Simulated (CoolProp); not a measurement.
A simple Rankine cycle with tetrahydrofuran: condensing at 288.15 K, boiler at 0.0794 MPa, turbine inlet 481.7 K, turbine efficiency 0.6, pump efficiency 0.6, no recuperator. Each further row changes one setting.

Values from CoolProp's reference Helmholtz-energy equation of state, Fiedler 2023.

```
case                             thermal efficiency (%)  net work (kJ/kg)  heat in (kJ/kg)  turbine exit temperature (K)  volume ratio over the turbine
-------------------------------  ----------------------  ----------------  ---------------  ----------------------------  -----------------------------
as stated                                           7.6              54.9              726                         449.3                           5.44
turbine inlet 501.7 K                               7.5                 …              762                             …                              …
condensing temperature 280.15 K                     9.0              66.3              739                             …                           7.94
boiler pressure 0.0556 MPa                          6.1              44.4              726                             …                           3.86
turbine efficiency 0.5                                …              45.7              726                         454.8                           5.51
```

What belongs in the gaps?


- turbine inlet 501.7 K, net work (kJ/kg): 57.3
- turbine inlet 501.7 K, turbine exit temperature (K): 469.3
- turbine inlet 501.7 K, volume ratio over the turbine: 5.45
- condensing temperature 280.15 K, turbine exit temperature (K): 442.4
- boiler pressure 0.0556 MPa, turbine exit temperature (K): 455.8
- turbine efficiency 0.5, thermal efficiency (%): 6.3
